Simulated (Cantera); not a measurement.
# Silicon etching in halogen gases: Si + NF3

Feed: 1 mol Si, a varied amount of NF3, held at 277 °C and 62.0 mbar.

Equilibrium computed with Cantera from the NASA thermochemical tables; the gas is ideal and each condensed phase is pure. Candidate condensed phases: Si, Si3N4; 16 gas species. Equilibrium is a limit: real reactors are often held back by kinetics, nucleation or transport.

From 0.7 mol NF3 to 1.1 mol NF3 the condensed part is Si3N4(s). From 1.4 mol NF3 to 2.9 mol NF3 nothing is condensed. The main Si-bearing gas is SiF4 throughout.

```tsv
n(NF3) (mol)	x SiF4	x NF3	x N2	x F2	n Si3N4(s)
0.7	0.940	<1e-12	0.0597	<1e-12	0.158
0.89	0.749	<1e-12	0.251	<1e-12	0.111
1.1	0.656	<1e-12	0.344	<1e-12	0.0583
1.4	0.577	0.0382	0.385	0.000335	0
1.8	0.468	0.218	0.313	0.00115	0
2.3	0.379	0.366	0.253	0.00174	0
2.9	0.309	0.482	0.207	0.00224	0
```
x: gas mole fraction; n: condensed amount in mol.
